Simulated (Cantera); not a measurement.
# Premixed flame

A freely propagating, adiabatic, planar premixed flame of 8.27 % CH₄, 17.9 % O₂, 67.6 % N₂, 6.20 % H₂O, unburnt at 700 K and 13300 Pa; mixture-averaged transport, grid criteria slope 0.08 and curve 0.16, no radiation.

Detailed kinetics in Cantera: GRI-Mech 3.0 (53 species, 325 reactions). Burning velocities carry a grid error of a few per cent, more on coarse grids.

```tsv
z (mm)	T (K)	u (m/s)	x CH₄	x O₂	x H₂O	x HCN	x H₂O₂	x C₂H₂
-6.30	700	2.17	0.0827	0.179	0.0620	<1e-8	<1e-8	<1e-8
-4.20	701	2.18	0.0825	0.179	0.0620	<1e-8	5.30e-8	<1e-8
-3.15	704	2.19	0.0820	0.178	0.0623	<1e-8	2.31e-7	3.37e-8
-2.10	734	2.30	0.0796	0.176	0.0657	<1e-8	7.77e-7	6.01e-7
-1.05	984	3.13	0.0614	0.156	0.0921	1.96e-7	1.89e-6	1.31e-5
-0.525	1321	4.25	0.0353	0.122	0.128	7.21e-7	2.60e-6	5.29e-5
0	1661	5.40	0.00955	0.0785	0.166	1.77e-6	8.00e-7	0.000101
0.525	1804	5.88	0.000991	0.0511	0.185	1.73e-6	1.70e-7	2.39e-5
1.05	1835	5.97	5.53e-5	0.0403	0.190	8.49e-7	1.04e-7	1.14e-6
2.10	1857	6.02	1.54e-7	0.0346	0.189	1.40e-7	9.82e-8	<1e-8
4.20	1884	6.08	<1e-8	0.0321	0.188	<1e-8	8.85e-8	<1e-8
8.40	1921	6.18	<1e-8	0.0308	0.190	<1e-8	7.58e-8	<1e-8
16.8	1975	6.33	<1e-8	0.0292	0.194	<1e-8	6.06e-8	<1e-8
```
x: mole fraction of selected species; z is measured from the peak of heat release.

```json
{
 "laminar_burning_velocity": "217 cm/s",
 "thermal_thickness": "2.10 mm",
 "peak x(HCN)": "1.99e-6",
 "peak x(H₂O₂)": "2.65e-6",
 "peak x(C₂H₂)": "0.000103",
 "grid_points": "151"
}
```
